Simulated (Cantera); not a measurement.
Input: 1 mol Fe, 0.036 mol H₂O, 190 mol H₂, held at 54.0 Pa.

Method: chemical equilibrium by Gibbs-energy minimisation in Cantera with the NASA 1993 tables (ideal gas, pure condensed phases). Candidate condensed phases: Fe, FeO, Fe(OH)₂, Fe(OH)₃, Fe₂O₃, Fe₃O₄, H₂O; 12 gas species. Kinetics and transport are ignored.

Task: At 1200 °C, list the 4 most abundant gas species with their mole fractions, and the condensed phases.

Result: H₂ 0.999, H 0.000544, H₂O 0.000189, Fe 0.000155. Condensed: Fe(γ).
